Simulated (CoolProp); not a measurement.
The fluid at 468.33 K and 0.571 MPa is throttled through a valve to 0.255 MPa with no heat exchange. The same conditions are run with several fluids, on thermodynamics alone (safety and materials aside).

Computed with CoolProp (reference Helmholtz-energy equation of state of each fluid (isobutane: Bücker 2006; hydrogen sulfide: Lemmon 2006; n-hexane: Thol 2019; R22: Kamei 1995; R410A: Lemmon 2003)). Blends and air are pseudo-pure fits.

| fluid | temperature change (K) | final density (kg/m³) |
|---|---|---|
| isobutane | -1.8 | ? |
| hydrogen sulfide | ? | 2.25 |
| n-hexane | -3.5 | ? |
| R22 | -1.9 | 5.73 |
| R410A | ? | ? |

Task: Fill in the missing entries.

Result: 
- isobutane, final density (kg/m³): 3.88
- hydrogen sulfide, temperature change (K): -2.0
- n-hexane, final density (kg/m³): 5.93
- R410A, temperature change (K): -1.6
- R410A, final density (kg/m³): 4.80
